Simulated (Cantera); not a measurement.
Charge: 1 mol C2H2, 0.33 mol NH3, 28 mol H2, equilibrated at 7.50 Torr.

Equilibrium computed with Cantera from the NASA thermochemical tables; the gas is ideal and each condensed phase is pure. Candidate condensed phases: C, C6H6, C7H8, C8H18; 92 gas species. Equilibrium is a limit: real reactors are often held back by kinetics, nucleation or transport.

At 677 °C, list the 3 most abundant gas species with their mole fractions, and the condensed phases.

H2 0.993, N2 0.00557, CH4 0.00165. Condensed: C(graphite).
